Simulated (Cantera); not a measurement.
Input: 1 mol Si, 9.3 mol Br₂, 0.18 mol H₂, equilibrated at 29.0 mbar.

Cantera equilibrium calculation (NASA polynomials, part measured and part estimated; ideal gas, pure solids and liquids). Candidate condensed phases: Br₂, Si; 19 gas species. The tables' values for SiBr₃ are old estimates; treat these amounts as uncertain. Equilibrium is a limit: real reactors are often held back by kinetics, nucleation or transport.

log p: log10 of the partial pressure in bar; nothing condenses.

| T (K) | log p Br₂ | log p Br | log p SiBr₄ | log p HBr |
|---|---|---|---|---|
| 698 | -1.61 | -5.25 | -2.47 | -2.91 |
| 848 | -1.62 | -3.97 | -2.47 | -2.91 |
| 998 | -1.63 | -3.07 | -2.47 | -2.92 |
| 1148 | ? | ? | -2.50 | -2.94 |
| 1298 | ? | ? | -2.55 | ? |
| 1448 | -2.15 | -1.73 | -2.64 | -3.08 |
| 1598 | -2.62 | -1.62 | -2.72 | -3.14 |

### Question
Some entries are withheld; supply them.

### Answer

- 1148, log p Br₂: -1.68
- 1148, log p Br: -2.42
- 1298, log p Br₂: -1.83
- 1298, log p Br: -1.98
- 1298, log p HBr: -3.00
